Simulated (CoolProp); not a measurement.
Vapour-liquid equilibrium of propane (1) + R114 (2) at 287.1 K; x and y are mole fractions of (1).

Values from CoolProp's multi-fluid Helmholtz-energy mixture model, Lemmon 2009 and Platzer 1990; pair parameters Bell 2016. This equation is an older, rougher fit; its heat capacities, sound speeds and derivatives of the liquid may be far off and weren't checked against measurements.

| x | bubble pressure, mixture model (kPa) | bubble pressure, Raoult's law (kPa) | y, mixture model | y, Raoult's law |
|---|---|---|---|---|
| 0.05 | 188.6 | 176.1 | 0.242 | 0.202 |
| 0.15 | 262.3 | 232.4 | 0.495 | 0.459 |
| 0.25 | [?] | 288.7 | 0.628 | 0.616 |
| 0.35 | 385.8 | 345.0 | 0.714 | 0.721 |
| 0.45 | 439.3 | 401.2 | 0.776 | 0.797 |
| 0.55 | 489.6 | 457.5 | [?] | 0.854 |
| 0.65 | [?] | 513.8 | [?] | 0.899 |
| 0.75 | 586.1 | 570.1 | [?] | 0.935 |
| 0.85 | 634.7 | 626.4 | 0.943 | 0.965 |
| 0.95 | [?] | 682.6 | 0.981 | 0.989 |

Problem. Complete the blanks.

Solution. 
- 0.25, bubble pressure, mixture model (kPa): 327.3
- 0.55, y, mixture model: 0.825
- 0.65, bubble pressure, mixture model (kPa): 538.1
- 0.65, y, mixture model: 0.868
- 0.75, y, mixture model: 0.906
- 0.95, bubble pressure, mixture model (kPa): 684.8

The largest gap from Raoult's law is +13.4 % in bubble pressure, at x = 0.25. No azeotrope shows between x = 0.05 and 0.95.

Pair parameters are fitted to limited data, so mixtures are less certain than the pure fluids.
